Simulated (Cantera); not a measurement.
Mixture: H2 : O2 : N2 = 1 : 0.333 : 1.25 (molar parts), at 1.18 atm, adiabatic and at constant volume. Ignition delay is the time to a rise of 400 K.

Computed with Cantera and GRI-Mech 3.0 (53 species, 325 reactions). Where the delays flatten at high temperature, the 400 K rule measures the pace of heat release, not the induction time.

Problem. What does this change do: H2 1 to 1.7 parts?

Solution. 
```
quantity          before    after
---------------  -------  -------
delay at 1225 K  34.4 µs  40.0 µs
delay at 1375 K  17.9 µs  20.6 µs
delay at 1525 K  11.7 µs  13.5 µs
delay at 1675 K  9.14 µs  10.7 µs
delay at 1825 K  8.39 µs  10.0 µs
```

Problem. What does this change do: 0.21 parts H2O added?

Solution. 
```
quantity          before    after
---------------  -------  -------
delay at 1225 K  34.4 µs  40.1 µs
delay at 1375 K  17.9 µs  19.8 µs
delay at 1525 K  11.7 µs  12.8 µs
delay at 1675 K  9.14 µs  10.0 µs
delay at 1825 K  8.39 µs  9.25 µs
```
